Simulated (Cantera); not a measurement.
Cantera run, input and output.

```python
import numpy as np
import cantera as ct

gas = ct.Solution("gri30.yaml")
gas.TPX = 1400, 21000, {'C2H6': 1, 'N2': 0.37}
reactor = ct.IdealGasConstPressureReactor(gas, energy="off", clone=False)
net = ct.ReactorNet([reactor])
net.rtol, net.atol = 1e-08, 1e-18
show = ['C2H6', 'C2H4', 'HCN', 'CH4', 'C2H2']
times = np.geomspace(3e-05, 70, 10)

steps = ct.SolutionArray(gas, extra=["t"])
rows = []
print(f"{'t/s':>10s}{'T/K':>9s}{'P/Pa':>11s}" + "".join(f"{s:>11s}" for s in show))
for t in times:
    while net.time < t:
        t_next = net.step()
        steps.append(gas.state, t=t_next)
    rows.append([np.interp(t, steps.t, y) for y in (steps.T, steps.P, *steps(*show).X.T)])
    print(f"{t:10.3e}{rows[-1][0]:9.1f}{rows[-1][1]:11.4g}" + "".join(f"{x:11.3e}" for x in rows[-1][2:]))
rate = np.gradient(steps.T, steps.t)
print("integrator steps:", len(steps.t))
if steps.T.max() > steps.T[0] + 200:
    print(f"time of steepest temperature rise: {steps.t[rate.argmax()]:.4e} s")
gas.TPX = 1400, 21000, {'C2H6': 1, 'N2': 0.37}
gas.equilibrate("TP")
print(f"equilibrium (TP): T = {gas.T:.1f} K  " + "  ".join(f"{s} {gas[s].X[0]:.3e}" for s in show))
```

Output:

```
       t/s      T/K       P/Pa       C2H6       C2H4        HCN        CH4       C2H2
 3.000e-05   1400.0    2.1e+04  7.200e-01  3.326e-03  3.606e-11  1.670e-03  1.445e-06
 1.530e-04   1400.0    2.1e+04  6.133e-01  5.643e-02  4.694e-10  1.693e-02  5.929e-04
 7.802e-04   1400.0    2.1e+04  2.733e-01  2.174e-01  7.508e-10  7.720e-02  1.227e-02
 3.979e-03   1400.0    2.1e+04  1.399e-02  2.703e-01  7.976e-10  1.369e-01  7.270e-02
 2.029e-02   1400.0    2.1e+04  4.345e-04  1.879e-01  7.520e-10  1.313e-01  1.377e-01
 1.035e-01   1400.0    2.1e+04  1.438e-04  8.904e-02  6.936e-10  1.216e-01  2.093e-01
 5.278e-01   1400.0    2.1e+04  4.994e-05  2.375e-02  6.579e-10  1.149e-01  2.567e-01
 2.691e+00   1400.0    2.1e+04  4.635e-05  2.164e-02  6.734e-10  1.126e-01  2.586e-01
 1.373e+01   1400.0    2.1e+04  4.563e-05  2.197e-02  7.640e-10  1.058e-01  2.598e-01
 7.000e+01   1400.0    2.1e+04  4.510e-05  2.225e-02  1.270e-09  1.002e-01  2.607e-01
integrator steps: 1521
equilibrium (TP): T = 1400.0 K  C2H6 4.074e-05  C2H4 1.990e-02  HCN 6.489e-02  CH4 9.560e-02  C2H2 2.308e-01
```

Computed with Cantera and GRI-Mech 3.0 (53 species, 325 reactions). GRI-Mech 3.0 stops at C3 and has no aromatics, soot or wall deposition, so with more carbon than oxygen in the feed, carbon stays in small species such as C2H2 where larger ones or solid carbon would form.
